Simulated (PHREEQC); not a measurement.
Buffer (model solution)

A solution holds 0.047 mol H3PO4, 0.012 mol NaF and 0.0005 mol NaCl per kg of water, at 25 °C. Closed to the air; pH follows from the charge balance.

Model: ion-association model, wateq4f.dat, run in PHREEQC.

Each row changes one thing in this solution. This is a speciation only: nothing precipitates in the calculation.

```
case                                  pH  ionic strength (mol/kgw)  HF (mol/kgw)  F- (mol/kgw)  HF2- (mol/kgw)  NaF (mol/kgw)  SI of Halite (NaCl)
----------------------------------  ----  ------------------------  ------------  ------------  --------------  -------------  -------------------
as made                             2.03                    0.0230        0.0105      0.000881         3.56e-5        4.69e-6                -6.91
temperature from 25 to 55 °C        2.12                    0.0212        0.0111      0.000639         3.12e-5        3.38e-6                -6.98
H3PO4 from 0.047 to 0.0235 mol/kgw  2.36                    0.0173       0.00967       0.00171         6.36e-5        9.40e-6                -6.90
H3PO4 left out                      7.60                    0.0124       4.00e-7        0.0119         1.84e-8        6.77e-5                -6.89
temperature from 25 to 60 °C        2.13                    0.0209        0.0112      0.000600         2.96e-5        3.17e-6                -6.99
```

H3PO4, which wateq4f.dat lacks, is added to it with the constant of phreeqc.dat. Constants without temperature data keep their 25 °C values here.
